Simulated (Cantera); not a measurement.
Gas mixture: O2 = 0.41 (molar parts), at 0.000868 atm, frozen composition.

Cantera's kinetic-theory transport with the Lennard-Jones parameters of GRI-Mech 3.0, ideal gas; thermal conductivity in the mixture-averaged form.

D: mixture-averaged diffusion coefficient of that species in the mixture.

```csv
T (K),ρ (kg/m³),cp (J/kg/K),μ (µPa s),λ (mW/m/K),Pr,D (cm²/s) CH3,D (cm²/s) NH3,D (cm²/s) H2O
400,0.000847,941.4,25.6,33.9,0.713,436,444,460
500,0.000677,971.4,30.0,41.1,0.709,643,672,701
600,0.000564,1003,34.1,48.2,0.709,879,935,981
700,0.000484,1031,37.8,55.0,0.709,1140,1230,1300
800,0.000423,1055,41.4,61.4,0.710,1430,1560,1650
900,0.000376,1074,44.7,67.6,0.710,1750,1920,2030
1000,0.000339,1090,47.9,73.6,0.710,?,?,?
1100,0.000308,1103,51.0,79.4,0.709,?,?,?
1200,0.000282,1114,54.0,84.9,0.708,2830,3140,3340
```

Some entries are withheld; supply them.


- 1000, D (cm²/s) CH3: 2090
- 1000, D (cm²/s) NH3: 2300
- 1000, D (cm²/s) H2O: 2440
- 1100, D (cm²/s) CH3: 2450
- 1100, D (cm²/s) NH3: 2710
- 1100, D (cm²/s) H2O: 2880
